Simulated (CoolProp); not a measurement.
Model: reference Helmholtz-energy equation of state, de Reuck 1993, in CoolProp.

### Question
Give the vapour pressure (kPa), vapour Z, surface tension (mN/m) of saturated methanol at 285.7, 332.4 K.

### Answer
| T (K) | p (kPa) | vapour Z | surface tension (mN/m) |
|---|---|---|---|
| 285.7 | 8.62 | 0.982 | 23.2 |
| 332.4 | 82.2 | 0.952 | 19.3 |

Surface tension comes from a separate correlation (Mulero 2012).
